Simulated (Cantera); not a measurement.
Charge: 1 mol CH3F, 0.57 mol F2, 0.075 mol H2, equilibrated at 0.330 Torr.

Method: chemical equilibrium by Gibbs-energy minimisation in Cantera with the NASA 1993 tables (ideal gas, pure condensed phases). Candidate condensed phases: C, C6H6, C7H8, C8H18; 95 gas species. Equilibrium is a limit: real reactors are often held back by kinetics, nucleation or transport.

### Question
At 1973 K, list the 5 most abundant gas species with their mole fractions, and the condensed phases.

### Answer
HF 0.798, H2 0.175, H 0.0269, C2H2 (acetylene) 0.000112, F 4.52e-5. Condensed: C(graphite).
